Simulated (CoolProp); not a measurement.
R123 at several states: density (kg/m³) from the reference equation and from simpler models built on Tc = 456.8 K, pc = 3.662 MPa, ω = 0.282; each cubic takes its own stable root.

The numbers come from the reference Helmholtz-energy equation of state, Younglove 1994 in CoolProp. It is a modified Benedict-Webb-Rubin equation, recast in Helmholtz form.

```csv
T (K),p (MPa),phase,reference
398.8,7.28,liquid,1213
254.5,0.0115,gas,0.8385
177.7,1.4,liquid,1746
251,0.0152,liquid,1579
495.9,0.627,gas,24.35
```

How far does each simpler model (van der Waals, Redlich-Kwong) lie from the reference over these 5 states: mean and median of the absolute difference, and the worst?


- van der Waals: mean 35.4 %, median 35.1 %, worst -99.9 % at 251 K and 0.0152 MPa
- Redlich-Kwong: mean 25.2 %, median 12.6 %, worst -99.9 % at 251 K and 0.0152 MPa

At some of these states van der Waals, Redlich-Kwong gives the other phase, because its saturation line lies elsewhere.
